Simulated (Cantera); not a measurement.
Charge: 1 mol TEOS, 1.5 mol O₃, 94 mol N₂, 0.31 mol N₂O, equilibrated at 0.173 Torr.

Method: chemical equilibrium by Gibbs-energy minimisation in Cantera with the NASA 1993 tables (ideal gas, pure condensed phases). Candidate condensed phases: C, C₆H₆, C₇H₈, C₈H₁₈, H₂O, Si, SiC, SiO₂, Si₂N₂O, Si₃N₄; 151 gas species. The feed counts by its element totals alone. Mutual solubility and eutectic melting of coexisting phases are not modelled. The tables hold silica as quartz up to 1696 K and as liquid above; real silica turns to tridymite and cristobalite and melts near 1996 K. Equilibrium is a limit: real reactors are often held back by kinetics, nucleation or transport.

### Question
What share of the Si ends up in condensed phases as a function of T (K), at 800, 900, 1000, 1100, 1200, 1300, 1400, 1500, 1600, 1700, 1800, 1900?

### Answer
```csv
T (K),Si condensed (%),as
800,100.0,SiO₂(α-quartz)
900,100.0,SiO₂(β-quartz)
1000,100.0,SiO₂(β-quartz) + Si₂N₂O(s)
1100,100.0,SiO₂(β-quartz) + Si₂N₂O(s)
1200,99.9,SiO₂(β-quartz) + Si₂N₂O(s)
1300,96.2,SiO₂(β-quartz) + Si₂N₂O(s)
1400,38.0,Si₂N₂O(s)
1500,9.3,SiC(s)
1600,8.8,SiC(s)
1700,7.1,SiC(s)
1800,0.0,-
1900,0.0,-
```
